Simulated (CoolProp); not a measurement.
Oxygen along the isotherm -169.85 °C: density (kg/m³) from the reference equation and from simpler models built on Tc = -118.6 °C, pc = 50.46 bar, ω = 0.022; each cubic takes its own stable root.

Values from CoolProp's reference Helmholtz-energy equation of state, Schmidt 1985.

| p (bar) | phase | reference |
|---|---|---|
| 45.9 | liquid | 1086 |
| 91.8 | liquid | 1098 |
| 138 | liquid | 1110 |
| 184 | liquid | 1121 |
| 229 | liquid | 1130 |
| 275 | liquid | 1140 |
| 321 | liquid | 1148 |
| 367 | liquid | 1157 |
| 413 | liquid | 1165 |
| 459 | liquid | 1172 |
| 505 | liquid | 1180 |

Q: How far does each simpler model (van der Waals, Redlich-Kwong, Soave-Redlich-Kwong, Peng-Robinson) lie from the reference over these 11 states: mean and median of the absolute difference, and the worst?

A: 
- van der Waals: mean 28.6 %, median 28.3 %, worst -30.5 % at -169.85 °C and 45.9 bar
- Redlich-Kwong: mean 1.0 %, median 1.2 %, worst +1.2 % at -169.85 °C and 367 bar
- Soave-Redlich-Kwong: mean 0.6 %, median 0.7 %, worst +0.9 % at -169.85 °C and 459 bar
- Peng-Robinson: mean 12.8 %, median 12.8 %, worst +12.9 % at -169.85 °C and 275 bar
